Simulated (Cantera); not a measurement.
A perfectly stirred reactor is fed with CH₄ : O₂ : N₂ = 1 : 1.43 : 14.1 (molar parts), equivalence ratio 1.4, at 1.90 bar; it is adiabatic with a 400 K inlet, and is followed from long to short residence time, starting on the burning branch (τ in s: 0.027, 0.011, 0.0048, 0.002, 0.00083, 0.00035, 0.00015, 6.1e-05, 2.6e-05, 1.1e-05, 4.5e-06).

Cantera simulation using GRI-Mech 3.0 (53 species, 325 reactions); the numbers are that mechanism's predictions, not measurements.

Q: What does this change do: inlet temperature 400 to 700 K?

A: 
```tsv
quantity	before	after
state	not burning at any residence time tried	not reached
x(CH₄) at τ = 27.0 ms	0.0605	0.00529
x(O₂) at τ = 27.0 ms	0.0865	0.00594
x(HCN) at τ = 27.0 ms	<1e-12	4.48e-7
x(NO) at τ = 27.0 ms	<1e-12	9.07e-8
x(O) at τ = 27.0 ms	<1e-12	1.30e-6
x(CH₄) at τ = 0.350 ms	0.0605	0.0605
x(O₂) at τ = 0.350 ms	0.0865	0.0865
x(HCN) at τ = 0.350 ms	<1e-12	<1e-12
x(NO) at τ = 0.350 ms	<1e-12	<1e-12
x(O) at τ = 0.350 ms	<1e-12	<1e-12
blow-out, bracketed by the residence times tried	not reached	burning at 27.0 ms, out at 11.0 ms
```
